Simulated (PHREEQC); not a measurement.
Consider water at 25 °C with 91 mmol/kgw CuSO4, 0.78 mmol/kgw MgSO4, 0.27 mmol/kgw HCl and 18 mmol/kgw Na2SO4. Closed to the air; pH follows from the charge balance.

Computed with PHREEQC (ion-association model, wateq4f.dat).

| quantity | before | after |
|---|---|---|
| pH | 4.10 | 4.05 |
| ionic strength (mol/kgw) | 0.230 | 0.191 |
| SO4-2 (mol/kgw) | 0.0604 | 0.0476 |
| Cl- (mol/kgw) | 0.000260 | 0.000259 |
| HSO4- (mol/kgw) | 0.000181 | 0.000169 |

Question: Which change was made?
A) CuSO4 replaced by MnSO4 at the same molality
B) Na2SO4 left out
C) CuSO4 from 0.091 to 0.0455 mol/kgw
D) MgSO4 from 0.00078 to 0.00039 mol/kgw
E) temperature from 25 to 65 °C

Answer: B, Na2SO4 left out

Precipitation was switched off in this run. Some of these states are supersaturated (in Antlerite, Brochantite, for instance).
